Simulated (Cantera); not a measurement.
A Cantera script and its output.

```python
import numpy as np
import cantera as ct

gas = ct.Solution("gri30.yaml")
gas.TPX = 1825, 2666, {'NO': 1, 'N2': 4.6}
reactor = ct.IdealGasConstPressureReactor(gas, energy="off", clone=False)
net = ct.ReactorNet([reactor])
net.rtol, net.atol = 1e-08, 1e-18
show = ['NO', 'NO2', 'O2', 'N2', 'N2O']
times = np.geomspace(1e-06, 300, 9)

steps = ct.SolutionArray(gas, extra=["t"])
rows = []
print(f"{'t/s':>10s}{'T/K':>9s}{'P/Pa':>11s}" + "".join(f"{s:>11s}" for s in show))
for t in times:
    while net.time < t:
        t_next = net.step()
        steps.append(gas.state, t=t_next)
    rows.append([np.interp(t, steps.t, y) for y in (steps.T, steps.P, *steps(*show).X.T)])
    print(f"{t:10.3e}{rows[-1][0]:9.1f}{rows[-1][1]:11.4g}" + "".join(f"{x:11.3e}" for x in rows[-1][2:]))
rate = np.gradient(steps.T, steps.t)
print("integrator steps:", len(steps.t))
if steps.T.max() > steps.T[0] + 200:
    print(f"time of steepest temperature rise: {steps.t[rate.argmax()]:.4e} s")
gas.TPX = 1825, 2666, {'NO': 1, 'N2': 4.6}
gas.equilibrate("TP")
print(f"equilibrium (TP): T = {gas.T:.1f} K  " + "  ".join(f"{s} {gas[s].X[0]:.3e}" for s in show))
```

Result:

```
       t/s      T/K       P/Pa         NO        NO2         O2         N2        N2O
 1.000e-06   1825.0       2666  1.786e-01  1.820e-15  3.529e-16  8.214e-01  2.454e-10
 1.147e-05   1825.0       2666  1.786e-01  2.394e-13  4.643e-14  8.214e-01  2.815e-09
 1.316e-04   1825.0       2666  1.786e-01  3.126e-11  6.086e-12  8.214e-01  3.225e-08
 1.510e-03   1825.0       2666  1.786e-01  3.960e-09  8.053e-10  8.214e-01  3.653e-07
 1.732e-02   1825.0       2666  1.786e-01  3.502e-07  1.155e-07  8.214e-01  3.636e-06
 1.987e-01   1825.0       2666  1.784e-01  5.352e-06  3.131e-05  8.215e-01  1.244e-05
 2.280e+00   1825.0       2666  1.768e-01  7.080e-06  8.494e-04  8.223e-01  1.222e-05
 2.615e+01   1825.0       2666  1.556e-01  1.428e-05  1.140e-02  8.328e-01  8.946e-06
 3.000e+02   1825.0       2666  2.220e-02  5.247e-06  7.804e-02  8.995e-01  1.846e-07
integrator steps: 697
equilibrium (TP): T = 1825.0 K  NO 3.147e-03  NO2 7.892e-07  O2 8.756e-02  N2 9.090e-01  N2O 3.161e-08
```

Computed with Cantera and GRI-Mech 3.0 (53 species, 325 reactions). Radical loss at walls, strong at low pressure, is not modelled.
